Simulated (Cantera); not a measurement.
A perfectly stirred reactor is fed with CO : H₂ : O₂ : N₂ = 1 : 0.047 : 0.523 : 1.97 (molar parts), equivalence ratio 1.0, at 5.00 bar; it is adiabatic with a 398 K inlet, and is followed from long to short residence time, starting on the burning branch (τ in s: 0.035, 0.013, 0.0051, 0.0019, 0.00072, 0.00027, 0.0001, 3.9e-05, 1.5e-05, 5.5e-06).

Cantera simulation using GRI-Mech 3.0 (53 species, 325 reactions); the numbers are that mechanism's predictions, not measurements. The hydrogen kinetics of GRI-Mech 3.0 are dated; newer H2 mechanisms differ, most at raised pressure.

### Question
What does this change do: inlet temperature 398 to 525 K?

### Answer
```csv
quantity,before,after
"blow-out, bracketed by the residence times tried","burning at 0.100 ms, out at 39.0 µs","burning at 39.0 µs, out at 15.0 µs"
x(CO) at τ = 35.0 ms,0.0386,0.0443
x(H₂) at τ = 35.0 ms,0.000306,0.000344
x(O₂) at τ = 35.0 ms,0.0162,0.0183
x(NO) at τ = 35.0 ms,0.00457,0.00566
x(HO₂) at τ = 35.0 ms,1.15e-6,1.40e-6
x(CO) at τ = 0.270 ms,0.0909,0.0941
x(H₂) at τ = 0.270 ms,0.000812,0.000818
x(O₂) at τ = 0.270 ms,0.0419,0.0432
x(NO) at τ = 0.270 ms,0.000240,0.000333
x(HO₂) at τ = 0.270 ms,1.28e-5,1.09e-5
```

### Question
What does this change do: inlet temperature 398 to 300 K?

### Answer
| quantity | before | after |
|---|---|---|
| blow-out, bracketed by the residence times tried | burning at 0.100 ms, out at 39.0 µs | burning at 0.100 ms, out at 39.0 µs |
| x(CO) at τ = 35.0 ms | 0.0386 | 0.0347 |
| x(H₂) at τ = 35.0 ms | 0.000306 | 0.000280 |
| x(O₂) at τ = 35.0 ms | 0.0162 | 0.0147 |
| x(NO) at τ = 35.0 ms | 0.00457 | 0.00377 |
| x(HO₂) at τ = 35.0 ms | 1.15e-6 | 9.98e-7 |
| x(CO) at τ = 0.270 ms | 0.0909 | 0.0884 |
| x(H₂) at τ = 0.270 ms | 0.000812 | 0.000807 |
| x(O₂) at τ = 0.270 ms | 0.0419 | 0.0410 |
| x(NO) at τ = 0.270 ms | 0.000240 | 0.000192 |
| x(HO₂) at τ = 0.270 ms | 1.28e-5 | 1.44e-5 |
